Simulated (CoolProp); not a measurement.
Saturation properties of carbon dioxide.

The numbers come from the reference Helmholtz-energy equation of state, Span 1996 in CoolProp.

```csv
T (K),p (MPa),liquid density (kg/m³),vapour Z,surface tension (mN/m),liquid viscosity (µPa s)
238.5,1.217,1095,0.8549,11.5,177
241.9,1.369,1081,0.8425,10.8,167
245.3,1.534,1067,0.8295,10.0,158
248.7,1.713,1052,0.8157,9.30,150
252.1,1.907,1036,0.8012,8.59,142
255.5,2.116,1021,0.7859,7.89,135
258.9,2.342,1004,0.7698,7.21,127
262.4,2.593,986.8,0.7523,6.51,120
265.8,2.854,969.0,0.7343,5.86,114
269.2,3.135,950.4,0.7153,5.21,107
272.6,3.435,930.7,0.6950,4.58,101
```

Viscosity comes from a separate model (Laesecke 2017). Surface tension comes from a separate correlation (Mulero 2012).
